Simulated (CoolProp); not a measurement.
Vapour-liquid equilibrium of 1-butene (1) + n-butane (2) at 98.8 kPa; x and y are mole fractions of (1).

Model: multi-fluid Helmholtz-energy mixture model, Lemmon 2005 and Bücker 2006; pair parameters Bell 2016, in CoolProp.

```json
[
 {"x": "0.05", "bubble temperature, mixture model (K)": "271.7", "bubble temperature, Raoult's law (K)": "271.7", "y, mixture model": "0.062", "y, Raoult's law": "0.062"},
 {"x": "0.125", "bubble temperature, mixture model (K)": "271.1", "bubble temperature, Raoult's law (K)": "271.2", "y, mixture model": "0.153", "y, Raoult's law": "0.151"},
 {"x": "0.2", "bubble temperature, mixture model (K)": "270.6", "bubble temperature, Raoult's law (K)": "270.7", "y, mixture model": "0.240", "y, Raoult's law": "0.238"},
 {"x": "0.275", "bubble temperature, mixture model (K)": "270.1", "bubble temperature, Raoult's law (K)": "270.3", "y, mixture model": "0.325", "y, Raoult's law": "0.322"},
 {"x": "0.35", "bubble temperature, mixture model (K)": "269.6", "bubble temperature, Raoult's law (K)": "269.8", "y, mixture model": "0.405", "y, Raoult's law": "0.402"},
 {"x": "0.425", "bubble temperature, mixture model (K)": "269.1", "bubble temperature, Raoult's law (K)": "269.4", "y, mixture model": "0.483", "y, Raoult's law": "0.480"},
 {"x": "0.5", "bubble temperature, mixture model (K)": "268.6", "bubble temperature, Raoult's law (K)": "268.9", "y, mixture model": "0.557", "y, Raoult's law": "0.556"},
 {"x": "0.575", "bubble temperature, mixture model (K)": "268.2", "bubble temperature, Raoult's law (K)": "268.5", "y, mixture model": "0.628", "y, Raoult's law": "0.629"},
 {"x": "0.65", "bubble temperature, mixture model (K)": "267.8", "bubble temperature, Raoult's law (K)": "268.1", "y, mixture model": "0.697", "y, Raoult's law": "0.699"},
 {"x": "0.725", "bubble temperature, mixture model (K)": "267.4", "bubble temperature, Raoult's law (K)": "267.7", "y, mixture model": "0.764", "y, Raoult's law": "0.768"},
 {"x": "0.8", "bubble temperature, mixture model (K)": "267.0", "bubble temperature, Raoult's law (K)": "267.3", "y, mixture model": "0.829", "y, Raoult's law": "0.834"},
 {"x": "0.875", "bubble temperature, mixture model (K)": "266.7", "bubble temperature, Raoult's law (K)": "266.9", "y, mixture model": "0.893", "y, Raoult's law": "0.898"},
 {"x": "0.95", "bubble temperature, mixture model (K)": "266.4", "bubble temperature, Raoult's law (K)": "266.5", "y, mixture model": "0.957", "y, Raoult's law": "0.960"}
]
```

The largest gap from Raoult's law is -0.3 K in bubble temperature, at x = 0.575. No azeotrope shows between x = 0.05 and 0.95.

Pair parameters are fitted to limited data, so mixtures are less certain than the pure fluids.
